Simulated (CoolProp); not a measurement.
The numbers come from the reference Helmholtz-energy equation of state, Lemmon 2006 in CoolProp. It is a short technical equation, of lower accuracy than the large ones.

### Question
For isopentane, give the phase and the density (kg/m³), cv (kJ/(kg K)), conductivity (mW/(m K)) at 215.15 °C and 2030 kPa; 215.15 °C and 4050 kPa; 215.15 °C and 4730 kPa.

### Answer
- 215.15 °C and 2030 kPa: gas; density 44.7, cv 2.44, conductivity 41.0
- 215.15 °C and 4050 kPa: supercritical; density 137, cv 2.56, conductivity 50.1
- 215.15 °C and 4730 kPa: supercritical; density 215, cv 2.61, conductivity 58.2

Thermal conductivity comes from a separate model (Vassiliou 2015).
